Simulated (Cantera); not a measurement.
Input: 1 mol SiHCl3, 1.1 mol NH3, a varied amount of N2, held at 725 °C and 16.0 mbar.

These are equilibrium values from Cantera (NASA tables, ideal gas, pure condensed phases), not measurements of a reactor. Candidate condensed phases: NH4Cl, Si, Si3N4; 28 gas species. The tables' values for SiCl3 are old estimates; treat these amounts as uncertain. Equilibrium is a limit: real reactors are often held back by kinetics, nucleation or transport.

x: gas mole fraction; n: condensed amount in mol.

```
n(N2) (mol)   x N2       x HCl        x H2     x SiCl4    x SiHCl3  n Si3N4(s)
-----------  -----  ----------  ----------  ----------  ----------  ----------
5.2          0.604       0.246       0.125      0.0250     8.82e-5       0.261
7.8          0.693       0.197      0.0923      0.0172     5.60e-5       0.268
12           0.775  (withheld)  (withheld)  (withheld)  (withheld)       0.276
17           0.829       0.117      0.0466     0.00741     2.05e-5       0.283
26           0.881      0.0841      0.0308     0.00438     1.11e-5       0.290
39           0.917  (withheld)  (withheld)  (withheld)  (withheld)       0.297
58           0.942      0.0429      0.0135     0.00147     3.21e-6       0.303
87           0.960      0.0299     0.00880    0.000809     1.65e-6       0.309
```

Problem. Fill in the missing entries.

Solution. 
- 12, x HCl: 0.150
- 12, x H2: 0.0641
- 12, x SiCl4: 0.0110
- 12, x SiHCl3: 3.28e-5
- 39, x HCl: 0.0603
- 39, x H2: 0.0204
- 39, x SiCl4: 0.00256
- 39, x SiHCl3: 6.02e-6
